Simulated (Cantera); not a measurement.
Premixed flame

A freely propagating, adiabatic, planar premixed flame of 6.47 % CH4, 1.81 % C2H6, 19.3 % O2, 72.4 % N2, equivalence ratio 1.0, unburnt at 550 K and 120 Torr; mixture-averaged transport, grid criteria slope 0.08 and curve 0.16, no radiation.

Cantera simulation using GRI-Mech 3.0 (53 species, 325 reactions); the numbers are that mechanism's predictions, not measurements. Burning velocities carry a grid error of a few per cent, more on coarse grids.

```
z (mm)  T (K)  u (m/s)     x CH4    x C2H6    x O2    x C2H4     x CH3   x H2O2
------  -----  -------  --------  --------  ------  --------  --------  -------
-5.00     550     1.50    0.0646    0.0181   0.193   4.07e-8   1.27e-8    <1e-8
-3.33     551     1.50    0.0645    0.0181   0.192   1.24e-6   2.35e-7  6.98e-8
-2.50     555     1.52    0.0641    0.0180   0.191   9.38e-6   1.48e-6  3.99e-7
-1.67     593     1.63    0.0622    0.0177   0.188   9.56e-5   2.24e-5  1.90e-6
-0.833    928     2.60    0.0483    0.0139   0.161  0.000896  0.000847  4.16e-6
-0.417   1328     3.79    0.0291   0.00596   0.122   0.00168   0.00372  4.52e-6
0        1708     4.94   0.00865  0.000410  0.0745  0.000885   0.00299  1.04e-6
0.417    1869     5.42  0.000978   2.39e-6  0.0447   6.74e-5  0.000440  1.64e-7
0.833    1903     5.51   5.82e-5     <1e-8  0.0328   1.62e-6   2.67e-5  7.49e-8
1.67     1925     5.55   1.64e-7     <1e-8  0.0264     <1e-8   7.78e-8  6.95e-8
3.33     1948     5.59     <1e-8     <1e-8  0.0242     <1e-8     <1e-8  6.36e-8
6.67     1980     5.67     <1e-8     <1e-8  0.0230     <1e-8     <1e-8  5.59e-8
13.3     2029     5.79     <1e-8     <1e-8  0.0216     <1e-8     <1e-8  4.63e-8
```
x: mole fraction of selected species; z is measured from the peak of heat release.

| Quantity | Value |
|---|---|
| laminar burning velocity | 149 cm/s |
| thermal thickness | 1.67 mm |
| peak x(C2H4) | 0.00171 |
| peak x(CH3) | 0.00431 |
| peak x(H2O2) | 4.83e-6 |
| grid points | 148 |
